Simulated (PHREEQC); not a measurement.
A PHREEQC speciation (ion-association model, phreeqc.dat) at 25 °C gives pH 5.73 and these molalities:

| species | mol/kgw |
|---|---|
| Fe+2 | 0.102 |
| SO4-2 | 0.0812 |
| FeSO4 | 0.0760 |
| Cl- | 0.0570 |
| CdCl+ | 0.00952 |
| CdSO4 | 0.00895 |
| Cd+2 | 0.00679 |
| Cd(SO4)2-2 | 0.00672 |
| K+ | 0.00403 |
| FeCl+ | 0.00189 |
| CdCl2 | 0.000988 |
| KSO4- | 0.000468 |
| CdCl3- | 3.54e-5 |
| FeOH+ | 6.58e-6 |
| HSO4- | 4.34e-6 |
| H+ | 2.39e-6 |
| CdOHCl | 1.40e-6 |
| FeHSO4+ | 1.39e-6 |

Question: What are the element totals, and what could have been dissolved in 1 kg of water to give them?

Answer: One answer among several that fit: totals Cd 0.0330, Cl 0.0705, Fe(2) 0.180, K 0.00450, S(6) 0.180 mol/kgw, from 0.033 mol/kgw CdCl2, 0.0045 mol/kgw KCl and 0.18 mol/kgw FeSO4.

This is a speciation only: nothing precipitates in the calculation.
